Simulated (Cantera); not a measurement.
Transport properties of process gases

Gas mixture: C3H8 : C2H2 : CH3OH = 0.94 : 0.98 : 0.11 (molar parts), at 15.8 Torr, frozen composition.

Cantera's kinetic-theory transport with the Lennard-Jones parameters of GRI-Mech 3.0, ideal gas; thermal conductivity in the mixture-averaged form. Polar gases are described roughly by these parameters. The composition is frozen, though it would react at the higher temperatures.

| T (K) | ρ (kg/m³) | cp (J/kg/K) | μ (µPa s) | λ (mW/m/K) | Pr | D (cm²/s) C2H2 | D (cm²/s) CO2 | D (cm²/s) NO |
|---|---|---|---|---|---|---|---|---|
| 400 | 0.0219 | 2034 | 12.1 | 32.9 | 0.747 | 7.72 | 8.24 | 11.0 |
| 550 | 0.0159 | 2496 | 15.9 | 51.9 | 0.765 | 13.9 | 14.9 | 19.3 |
| 700 | 0.0125 | 2866 | 19.3 | 71.0 | 0.778 | 21.5 | 23.0 | 29.2 |
| 850 | 0.0103 | 3164 | 22.4 | 89.9 | 0.787 | 30.2 | 32.4 | 40.7 |
| 1000 | 0.00877 | 3412 | 25.2 | 108 | 0.794 | 40.1 | 42.9 | 53.7 |
| 1150 | 0.00763 | 3600 | 27.8 | 126 | 0.794 | 50.9 | 54.6 | 67.9 |
| 1300 | 0.00675 | 3763 | 30.3 | 143 | 0.796 | 62.8 | 67.3 | 83.4 |
| 1450 | 0.00605 | 3904 | 32.7 | 160 | 0.797 | 75.6 | 81.0 | 100 |
D: mixture-averaged diffusion coefficient of that species in the mixture.
